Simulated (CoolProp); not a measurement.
Computed with CoolProp (reference Helmholtz-energy equation of state, Zhou 2011).

Question: For dimethyl carbonate, give the phase and the Z, cp (kJ/(kg K)), Joule-Thomson coefficient (K/MPa), fugacity coefficient at 466 K and 57.9 bar; 533 K and 57.9 bar.

Answer: 
- 466 K and 57.9 bar: liquid; Z 0.163, cp 2.25, Joule-Thomson coefficient 0.00225, fugacity coefficient 0.199
- 533 K and 57.9 bar: liquid; Z 0.175, cp 2.83, Joule-Thomson coefficient 0.871, fugacity coefficient 0.465
